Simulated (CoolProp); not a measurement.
A single-stage vapour-compression cycle with the fluid: evaporating at 310.15 K (dew point), condensing at 341.15 K (bubble point), superheat 10 K, subcooling 8 K, compressor efficiency 0.85, no pressure losses. The same conditions are run with several fluids, on thermodynamics alone (safety and materials aside).

The numbers come from the reference Helmholtz-energy equation of state of each fluid (n-perfluorohexane: Gao 2022; dimethyl carbonate: Zhou 2011; R407C: Lemmon 2003; R236EA: Rui 2013; CH2F2 (R32): Tillner-Roth 1997; R152A: Outcalt 1996) in CoolProp. Blends and air are pseudo-pure fits.

```tsv
fluid	cooling COP	pressure ratio	discharge temperature (K)	refrigerating effect (kJ/kg)	volumetric capacity (kJ/m³)
n-perfluorohexane	7.68	2.98	341.2	73.5	468
dimethyl carbonate	8.17	3.63	357.2	381	169
R407C	5.87	2.31	366.0	142	8190
R236EA	7.76	2.42	345.5	128	2460
CH2F2 (R32)	6.39	2.03	374.4	212	12900
R152A	7.48	2.15	360.8	233	5720
```

The compression ends wet for: n-perfluorohexane.
